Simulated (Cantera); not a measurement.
**Stirred combustor or abatement burner**

A perfectly stirred reactor is fed with 6.03 % CH4, 19.8 % O2, 74.2 % N2, equivalence ratio 0.61, at 5.90 bar; it is adiabatic with a 300 K inlet, and is followed from long to short residence time, starting on the burning branch (τ in s: 0.042, 0.018, 0.0075, 0.0032, 0.0014, 0.00058, 0.00025, 0.0001, 4.4e-05).

Detailed kinetics in Cantera: GRI-Mech 3.0 (53 species, 325 reactions).

```tsv
τ (s)	T (K)	x CH4	x O2	x CO2	x O	x H2	x C2H2	x H
0.042	1687	1.86e-5	0.0773	0.0600	1.87e-5	2.44e-5	1.48e-8	1.36e-6
0.018	1684	3.39e-5	0.0774	0.0598	2.96e-5	4.28e-5	3.24e-8	2.90e-6
0.0075	1680	6.29e-5	0.0776	0.0594	4.84e-5	7.80e-5	6.72e-8	6.46e-6
0.0032	1672	0.000117	0.0781	0.0585	7.77e-5	0.000143	1.30e-7	1.40e-5
0.0014	1656	0.000228	0.0790	0.0568	0.000118	0.000264	2.49e-7	2.91e-5
0.00058	1612	0.000606	0.0821	0.0519	0.000149	0.000598	7.22e-7	5.66e-5
0.00025	300	0.0603	0.198	<1e-12	<1e-12	<1e-12	<1e-12	<1e-12
0.00010	300	0.0603	0.198	<1e-12	<1e-12	<1e-12	<1e-12	<1e-12
4.4e-5	300	0.0603	0.198	<1e-12	<1e-12	<1e-12	<1e-12	<1e-12
```
x: mole fraction; the columns are a selection and need not sum to one.
